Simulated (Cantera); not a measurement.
Charge: 1 mol HF, 0.082 mol SO2, 0.22 mol N2, equilibrated at 13.3 mbar.

These are equilibrium values from Cantera (NASA tables, ideal gas, pure condensed phases), not measurements of a reactor. Candidate condensed phases: H2O, H2SO4, S; 100 gas species. Ions and electrons are included (thermal ionisation). The numbers say what is thermodynamically allowed, not how fast it happens. All values below are at 2500 K.

Base state: HF 0.735, N2 0.163, SO2 0.0363, SO 0.0215, F 0.0120, O 0.0102, O2 0.00659, H 0.00605 (mole fractions); condensed: gas only.

### Question
What changes in the equilibrium state with this change: N2 from 0.22 to 10 mol?

### Answer
```
species   before     after
-------  -------  --------
N2         0.163     0.894
HF         0.735    0.0862
SO        0.0215   0.00362
SO2       0.0363   0.00209
F         0.0120   0.00331
O         0.0102   0.00349
H2O      0.00122   7.58e-5
O2       0.00659  0.000772
SF       1.33e-5   1.79e-6
OH       0.00198  0.000289
```
